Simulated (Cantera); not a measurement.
**CH3Cl + F2 + H2 (fluorocarbon and chlorocarbon gases)**

Feed: 1 mol CH3Cl, 0.048 mol F2, 7.6 mol H2, equilibrated at 83.0 mbar.

Cantera equilibrium calculation (NASA polynomials, part measured and part estimated; ideal gas, pure solids and liquids). Candidate condensed phases: C, C6H6, C7H8, C8H18; 135 gas species. Ions and electrons are included (thermal ionisation). Equilibrium is a limit: real reactors are often held back by kinetics, nucleation or transport.

```tsv
T (K)	x H	x H2	x HCl	x Cl	x C	x C2H2 (acetylene)	x C3	x HF
3000	0.383	0.489	0.0532	0.0284	0.000597	0.0291	0.00351	0.00780
3500	0.766	0.140	0.0127	0.0462	0.0105	0.00258	0.00891	0.00524
4000	0.875	0.0250	0.00215	0.0490	0.0387	3.58e-5	0.00139	0.00262
4500	0.891	0.00551	0.000473	0.0492	0.0481	2.21e-7	3.00e-5	0.000659
5000	0.895	0.00161	0.000138	0.0492	0.0490	2.74e-9	8.79e-7	0.000148
```
x: gas mole fraction; nothing condenses.

From 3000 K to 5000 K nothing is condensed. The main C-bearing gas is C2H2 (acetylene) at 3000 K and C at 5000 K.
